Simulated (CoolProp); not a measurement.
A single-stage vapour-compression cycle with R1336mzz(E): evaporating at 247.15 K (dew point), condensing at 314.15 K (bubble point), superheat 10 K, subcooling 8 K, compressor efficiency 0.65, no pressure losses. Each further row changes one setting.

The numbers come from the reference Helmholtz-energy equation of state, Akasaka 2023 in CoolProp.

```tsv
case	cooling COP	pressure ratio	discharge temperature (K)	refrigerating effect (kJ/kg)	volumetric capacity (kJ/m³)
as stated	1.80	16.2	335.3	106	166
evaporating temperature 252.15 K	…	12.4	333.3	109	222
condensing temperature 309.15 K	2.03	13.9	330.5	112	176
subcooling 13 K	1.91	16.2	335.3	112	176
superheat 20 K	…	16.2	346.7	…	…
compressor efficiency 0.55	1.53	16.2	347.1	106	166
```

### Question
Complete the blanks.

### Answer

- evaporating temperature 252.15 K, cooling COP: 2.05
- superheat 20 K, cooling COP: 1.85
- superheat 20 K, refrigerating effect (kJ/kg): 113
- superheat 20 K, volumetric capacity (kJ/m³): 171
